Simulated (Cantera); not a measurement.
**Ignition delay**

Mixture: 7.38 % CH4, 7.31 % O2, 79.0 % N2, 6.35 % H2O, at 480000 Pa, adiabatic and at constant volume. Ignition delay is the time to a rise of 400 K.

Detailed kinetics in Cantera: GRI-Mech 3.0 (53 species, 325 reactions).

```
T0 (K)  delay (ms)
------  ----------
1300          14.4
1400          4.63
1500          1.50
1600         0.504
1700         0.186
1800        0.0775
1900        0.0369
2000        0.0198
2100        0.0117
```

* **apparent activation energy between 1900 and 2100 K**: 190 kJ/mol
